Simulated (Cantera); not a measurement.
A closed system holds: 1 mol B2O3, 2 mol N2, at 1650 K and 0.135 Torr.

These are equilibrium values from Cantera (NASA tables, ideal gas, pure condensed phases), not measurements of a reactor. Candidate condensed phases: B, BN, B2O3; 17 gas species. Equilibrium is a limit: real reactors are often held back by kinetics, nucleation or transport.

Base state: N2 0.666, B2O3 0.332, BO2 0.000734, BO 0.000577, B2O2 8.28e-5 (mole fractions); condensed: gas only.

### Question
What changes in the equilibrium state with this change: temperature from 1650 K to 1123.15 K?

### Answer
```csv
species,before,after
N2,0.666,1.000
B2O3,0.332,3.46e-6
BO2,0.000734,<1e-9
BO,0.000577,<1e-9
B2O2,8.28e-5,<1e-9
"B2O3(l), mol",0,1.000
```

### Question
What changes in the equilibrium state with this change: temperature from 1650 K to 2073.15 K?

### Answer
| species | before | after |
|---|---|---|
| N2 | 0.666 | 0.641 |
| B2O3 | 0.332 | 0.285 |
| BO | 0.000577 | 0.0381 |
| BO2 | 0.000734 | 0.0326 |
| O | 1.05e-6 | 0.00189 |
| O2 | 2.97e-7 | 0.000484 |

### Question
What changes in the equilibrium state with this change: temperature from 1650 K to 1348 K?

### Answer
```json
[
 {"species": "N2", "before": "0.666", "after": "0.996"},
 {"species": "B2O3", "before": "0.332", "after": "0.00371"},
 {"species": "BO2", "before": "0.000734", "after": "9.34e-7"},
 {"species": "BO", "before": "0.000577", "after": "6.49e-7"},
 {"species": "B2O2", "before": "8.28e-5", "after": "1.52e-7"},
 {"species": "B2O3(l), mol", "before": "0", "after": "0.993"}
]
```
